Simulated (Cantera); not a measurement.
Input: 1 mol Si2H6, 0.12 mol O2, 13 mol N2O, at 1073 K and 0.133 bar.

Method: chemical equilibrium by Gibbs-energy minimisation in Cantera with the NASA 1993 tables (ideal gas, pure condensed phases). Candidate condensed phases: H2O, Si, SiO2, Si2N2O, Si3N4; 35 gas species. The feed counts by its element totals alone. Kinetics and transport are ignored.

Base state: N2 0.680, O2 0.163, H2O 0.157, NO 5.41e-5 (mole fractions); condensed: SiO2(β-quartz).

What changes in the equilibrium state with this change: temperature from 1073 K to 1900 K?


```tsv
species	before	after
N2	0.680	0.677
O2	0.163	0.160
H2O	0.157	0.155
NO	5.41e-5	0.00464
O	1.38e-9	0.000327
H2	<1e-9	0.000139
H	<1e-9	2.56e-5
OH	8.46e-7	0.00236
SiO2(β-quartz), mol	2.00	0
SiO2(condensed), mol	0	2.00
```
The tables hold silica as quartz up to 1696 K and as liquid above; real silica turns to tridymite and cristobalite and melts near 1996 K. Gases not in the tables: Si(OH)4.

What changes in the equilibrium state with this change: N2O from 13 to 6.7 mol?


```tsv
species	before	after
N2	0.680	0.691
H2O	0.157	0.303
H2	<1e-9	0.00619
O2	0.163	<1e-9
NO	5.41e-5	<1e-9
SiO2(β-quartz), mol	2.00	2.00
```
